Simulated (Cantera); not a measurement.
# Adiabatic ignition

An adiabatic, constant-pressure homogeneous reactor starts with CH₄ : O₂ : N₂ : H₂O = 1 : 1.18 : 4.42 : 1.1 (molar parts), equivalence ratio 1.7, at 1800 K and 10.0 bar.

Cantera simulation using GRI-Mech 3.0 (53 species, 325 reactions); the numbers are that mechanism's predictions, not measurements.

```json
[
 {"t (s)": "7.00e-6", "T (K)": "1803", "x CH₄": "0.126", "x O₂": "0.152", "x H₂O": "0.145", "x CH₂O": "0.000746", "x HO₂": "3.15e-5", "x NO": "6.42e-11"},
 {"t (s)": "1.67e-5", "T (K)": "1863", "x CH₄": "0.103", "x O₂": "0.138", "x H₂O": "0.158", "x CH₂O": "0.00272", "x HO₂": "0.000128", "x NO": "1.45e-9"},
 {"t (s)": "3.99e-5", "T (K)": "2778", "x CH₄": "4.40e-11", "x O₂": "0.000247", "x H₂O": "0.250", "x CH₂O": "3.61e-8", "x HO₂": "5.00e-7", "x NO": "0.000208"},
 {"t (s)": "9.51e-5", "T (K)": "2779", "x CH₄": "4.44e-11", "x O₂": "0.000235", "x H₂O": "0.250", "x CH₂O": "3.63e-8", "x HO₂": "4.73e-7", "x NO": "0.000317"},
 {"t (s)": "0.000227", "T (K)": "2778", "x CH₄": "4.49e-11", "x O₂": "0.000232", "x H₂O": "0.250", "x CH₂O": "3.64e-8", "x HO₂": "4.66e-7", "x NO": "0.000532"},
 {"t (s)": "0.000542", "T (K)": "2776", "x CH₄": "4.56e-11", "x O₂": "0.000228", "x H₂O": "0.250", "x CH₂O": "3.64e-8", "x HO₂": "4.58e-7", "x NO": "0.000816"},
 {"t (s)": "0.00129", "T (K)": "2775", "x CH₄": "4.60e-11", "x O₂": "0.000226", "x H₂O": "0.250", "x CH₂O": "3.65e-8", "x HO₂": "4.55e-7", "x NO": "0.000938"},
 {"t (s)": "0.00308", "T (K)": "2775", "x CH₄": "4.60e-11", "x O₂": "0.000226", "x H₂O": "0.250", "x CH₂O": "3.65e-8", "x HO₂": "4.55e-7", "x NO": "0.000944"},
 {"t (s)": "0.00736", "T (K)": "2775", "x CH₄": "4.60e-11", "x O₂": "0.000226", "x H₂O": "0.250", "x CH₂O": "3.65e-8", "x HO₂": "4.55e-7", "x NO": "0.000944"},
 {"t (s)": "0.0176", "T (K)": "2775", "x CH₄": "4.60e-11", "x O₂": "0.000226", "x H₂O": "0.250", "x CH₂O": "3.65e-8", "x HO₂": "4.55e-7", "x NO": "0.000944"},
 {"t (s)": "0.0419", "T (K)": "2775", "x CH₄": "4.60e-11", "x O₂": "0.000226", "x H₂O": "0.250", "x CH₂O": "3.65e-8", "x HO₂": "4.55e-7", "x NO": "0.000944"},
 {"t (s)": "0.100", "T (K)": "2775", "x CH₄": "4.60e-11", "x O₂": "0.000226", "x H₂O": "0.250", "x CH₂O": "3.65e-8", "x HO₂": "4.55e-7", "x NO": "0.000944"}
]
```
x: mole fraction; the columns are a selection and need not sum to one.

```
Quantity                                                              Result
---------------------------------  -----------------------------------------
time of steepest temperature rise                                    23.0 µs
temperature at 0.100 s                                                2775 K
equilibrium temperature                                               2775 K
x(CH₄) at 0.100 s                  4.60e-11 (gas-phase equilibrium 5.25e-11)
x(O₂) at 0.100 s                   0.000226 (gas-phase equilibrium 0.000226)
x(H₂O) at 0.100 s                        0.250 (gas-phase equilibrium 0.250)
```
